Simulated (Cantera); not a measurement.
A perfectly stirred reactor is fed with CH₄ : O₂ : N₂ : H₂O = 1 : 1.11 : 4.18 : 0.34 (molar parts), equivalence ratio 1.8, at 14.0 bar; it is adiabatic with a 625 K inlet, and is followed from long to short residence time, starting on the burning branch (τ in s: 0.06, 0.031, 0.016, 0.0082, 0.0042, 0.0022, 0.0011, 0.00058, 0.0003, 0.00015, 7.9e-05, 4.1e-05, 2.1e-05).

Detailed kinetics in Cantera: GRI-Mech 3.0 (53 species, 325 reactions). The pressure lies above the range GRI-Mech 3.0 was tuned for (to about 10 atm).

Problem. What does this change do: inlet temperature 625 to 500 K?

Solution. 
```
quantity                                                                        before                                 after
------------------------------------------------  ------------------------------------  ------------------------------------
blow-out, bracketed by the residence times tried  burning at 0.300 ms, out at 0.150 ms  burning at 0.580 ms, out at 0.300 ms
x(CH₄) at τ = 60.0 ms                                                          0.00614                               0.00987
x(O₂) at τ = 60.0 ms                                                          0.000139                              0.000260
x(H₂O) at τ = 60.0 ms                                                            0.189                                 0.196
x(CH₂O) at τ = 60.0 ms                                                         2.73e-6                               3.82e-6
x(C₂H) at τ = 60.0 ms                                                          2.77e-8                               2.37e-8
x(CH₄) at τ = 1.10 ms                                                           0.0189                                0.0251
x(O₂) at τ = 1.10 ms                                                           0.00462                               0.00818
x(H₂O) at τ = 1.10 ms                                                            0.212                                 0.213
x(CH₂O) at τ = 1.10 ms                                                         5.52e-5                               9.79e-5
x(C₂H) at τ = 1.10 ms                                                          2.17e-7                               8.76e-8
```
